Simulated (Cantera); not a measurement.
A Cantera script and what it prints.

```python
import numpy as np
import cantera as ct

gas_names = """
    Fe FeO Fe(OH)2 H HO2 H2 H2O H2O2 O OH O2 O3
""".split()
cond_names = """
    Fe(a) Fe(c) Fe(d) Fe(L) FeO(s) FeO(L) Fe(OH)2(s) Fe(OH)3(s) Fe2O3(s) Fe3O4(s) H2O(s) H2O(L)
""".split()


# ... load() reads the species with a 1 bar reference pressure and builds the phases ...
atoms = {
    'Fe3O4': {'Fe': 3, 'O': 4},
    'H2': {'H': 2},
    'H2O': {'H': 2, 'O': 1},
}
top_T = {'Fe2O3(s)': 1830, 'Fe3O4(s)': 1870}  # K; cautious upper limits of use, not melting points


# ... equilibrate(T, P, feed) seeds the gas with the atoms and calls Mixture.equilibrate('TP', solver="vcs", rtol=1e-11, max_steps=5000) ...
results = []
feed = {'Fe3O4': 1, 'H2': 0.9, 'H2O': 0.74}  # mol
T = 1175  # K
P = 133.322  # Pa
mix = equilibrate(T, P, feed)
results.append((T, P, feed, dict(zip(mix.species_names, mix.species_moles))))
x = sorted(zip(gas.X, gas.species_names), reverse=True)
print(f"T = {T:g} K  P = {P:g} Pa  gas = {mix.phase_moles(0):.4g} mol")
print("   x: " + "  ".join(f"{s} {v:.3e}" for v, s in x if v > 0.001))
print("   condensed (mol): " + ("  ".join(f"{mix.phase(i).name} {mix.phase_moles(i):.4g}"
      for i in range(1, mix.n_phases) if mix.phase_moles(i) > 1e-12) or "none"))
```

Result:

```
T = 1175 K  P = 133.322 Pa  gas = 1.64 mol
   x: H2O 9.592e-01  H2 4.083e-02
   condensed (mol): FeO(s) 2.499  Fe3O4(s) 0.167
```

Method: chemical equilibrium by Gibbs-energy minimisation in Cantera with the NASA 1993 tables (ideal gas, pure condensed phases). Mutual solubility and eutectic melting of coexisting phases are not modelled. The tables' stoichiometric FeO is somewhat more stable than real wüstite, so its field is too wide. FeO: taken at fixed stoichiometry.
